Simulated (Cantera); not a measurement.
What does this Cantera script print?

```python
import numpy as np
import cantera as ct

gas_names = """
    C CH CH2 CH3 CH2OH CH3O CH4 CH3OH CO CO2 COOH C2 C2H CHCO,ketyl C2H2,acetylene C2H2,vinylidene
    CH2CO,ketene C2H3,vinyl CH3CO,acetyl C2H4 C2H4O,ethylen CH3CHO,ethanal CH3COOH (HCOOH)2 C2H5 C2H6
    CH3OCH3 C2H5OH C2O C3 C3H3,propargyl C3H4,allene C3H4,propyne C3H4,cyclo- C3H5,allyl C3H6,propylene
    C3H6,cyclo- C3H6O C3H7,n-propyl C3H7,i-propyl C3H8 C3H8O,1propanol C3H8O,2propanol C3O2 C4 C4H2
    C4H4,1,3-cyclo- C4H6,butadiene C4H6,2-butyne C4H6,cyclo- C4H8,1-butene C4H8,cis2-buten
    C4H8,tr2-butene C4H8,isobutene C4H8,cyclo- (CH3COOH)2 C4H9,n-butyl C4H9,i-butyl C4H9,s-butyl
    C4H9,t-butyl C4H10,isobutane C4H10,n-butane C5 C5H6,1,3cyclo- C5H8,cyclo- C5H10,1-pentene
    C5H10,cyclo- C5H11,pentyl C5H11,t-pentyl C5H12,n-pentane C5H12,i-pentane CH3C(CH3)2CH3 C6H2
    C6H5,phenyl C6H5O,phenoxy C6H6 C6H5OH,phenol C6H10,cyclo- C6H12,1-hexene C6H12,cyclo- C6H13,n-hexyl
    C7H7,benzyl C7H8 C7H8O,cresol C7H14,1-heptene C7H15,n-heptyl C7H16,n-heptane C8H8,styrene
    C8H10,ethylbenz C8H16,1-octene C8H17,n-octyl C8H18,isooctane C8H18,n-octane C9H19,n-nonyl
    C10H8,naphthale C10H21,n-decyl C12H9,o-bipheny C12H10,bipheny H HCO HO2 H2 HCHO,formaldehy HCOOH H2O
    H2O2 O OH O2 O3 Ta TaO TaO2
""".split()
cond_names = """
    C(gr) C6H6(L) C7H8(L) C8H18(L),n-octa H2O(s) H2O(L) Ta(cr) Ta(L) TaC(s) TaC(L) Ta2O5(s) Ta2O5(L)
""".split()


def load(file, names, dense=False):
    # The tables refer to 1 bar. Condensed volumes are neglected.
    table = {s.name: s for s in ct.Species.list_from_file(file)}
    out = []
    for n in names:
        d = dict(table[n].input_data)
        d["thermo"] = dict(d["thermo"], **{"reference-pressure": 1e5})
        if dense:
            d["equation-of-state"] = {"model": "constant-volume", "density": "1e6 g/cm^3"}
        out.append(ct.Species.from_dict(d))
    return out


gas = ct.Solution(thermo="ideal-gas", species=load("nasa_gas.yaml", gas_names))
cond = {s.name: ct.Solution(thermo="fixed-stoichiometry", species=[s], name=s.name)
        for s in load("nasa_condensed.yaml", cond_names, dense=True)}
atoms = {
    'Ta': {'Ta': 1},
    'H2O': {'H': 2, 'O': 1},
    'H2': {'H': 2},
    'CO2': {'C': 1, 'O': 2},
}
top_T = {'C(gr)': 4500}  # K; cautious upper limits of use, not melting points


def equilibrate(T, P, feed):
    n = {}
    for name, mol in feed.items():
        for a, k in atoms[name].items():
            n[a] = n.get(a, 0.0) + k * mol
    gas.TPX = T, P, n
    mass = sum(n.values()) * gas.mean_molecular_weight
    gas.equilibrate("TP")
    valid = [c for c in cond.values() if c.min_temp <= T <= top_T.get(c.name, c.max_temp)]
    mix = ct.Mixture([(gas, mass / gas.mean_molecular_weight)] + [(c, 0.0) for c in valid])
    mix.T, mix.P = T, P
    mix.equilibrate("TP", solver="vcs", rtol=1e-11, max_steps=5000)
    return mix


results = []
feed = {'Ta': 1, 'H2O': 0.14, 'H2': 130, 'CO2': 0.32}  # mol
P = 7  # Pa
for T in [1800, 1900, 2000, 2100, 2200, 2300, 2400]:
    mix = equilibrate(T, P, feed)
    results.append((T, P, feed, dict(zip(mix.species_names, mix.species_moles))))
    x = sorted(zip(gas.X, gas.species_names), reverse=True)
    print(f"T = {T:g} K  P = {P:g} Pa  gas = {mix.phase_moles(0):.4g} mol")
    print("   x: " + "  ".join(f"{s} {v:.3e}" for v, s in x if v > 1e-05))
    print("   condensed (mol): " + ("  ".join(f"{mix.phase(i).name} {mix.phase_moles(i):.4g}"
          for i in range(1, mix.n_phases) if mix.phase_moles(i) > 1e-12) or "none"))
```

It prints:

```
T = 1800 K  P = 7 Pa  gas = 133.3 mol
   x: H2 9.548e-01  H 4.182e-02  CO 2.400e-03  H2O 6.575e-04  TaO2 3.090e-04  TaO 6.076e-05
   condensed (mol): Ta(cr) 0.8381  Ta2O5(s) 0.05631
T = 1900 K  P = 7 Pa  gas = 136.8 mol
   x: H2 9.052e-01  H 9.024e-02  CO 2.338e-03  TaO2 1.154e-03  H2O 7.248e-04  TaO 3.218e-04
   condensed (mol): Ta(cr) 0.798
T = 2000 K  P = 7 Pa  gas = 143.3 mol
   x: H2 8.196e-01  H 1.760e-01  CO 2.232e-03  TaO2 1.028e-03  TaO 7.518e-04  H2O 3.925e-04
   condensed (mol): Ta(cr) 0.745
T = 2100 K  P = 7 Pa  gas = 154.7 mol
   x: H2 6.870e-01  H 3.087e-01  CO 2.069e-03  TaO 1.400e-03  TaO2 6.916e-04  H2O 1.788e-04
   condensed (mol): Ta(cr) 0.6766
T = 2200 K  P = 7 Pa  gas = 172.4 mol
   x: H2 5.134e-01  H 4.824e-01  TaO 1.973e-03  CO 1.856e-03  TaO2 3.099e-04  H2O 6.162e-05
   condensed (mol): Ta(cr) 0.6064
T = 2300 K  P = 7 Pa  gas = 196.1 mol
   x: H 6.653e-01  H2 3.308e-01  TaO 2.132e-03  CO 1.631e-03  TaO2 9.305e-05  H2O 1.550e-05
   condensed (mol): Ta(cr) 0.5635
T = 2400 K  P = 7 Pa  gas = 220.7 mol
   x: H 8.134e-01  H2 1.831e-01  TaO 2.023e-03  CO 1.450e-03  TaO2 2.414e-05
   condensed (mol): Ta(cr) 0.5476
```

Method: chemical equilibrium by Gibbs-energy minimisation in Cantera with the NASA 1993 tables (ideal gas, pure condensed phases). Mutual solubility and eutectic melting of coexisting phases are not modelled. Condensed phases not in the tables: Ta2C, N, O or C dissolved in the metal.
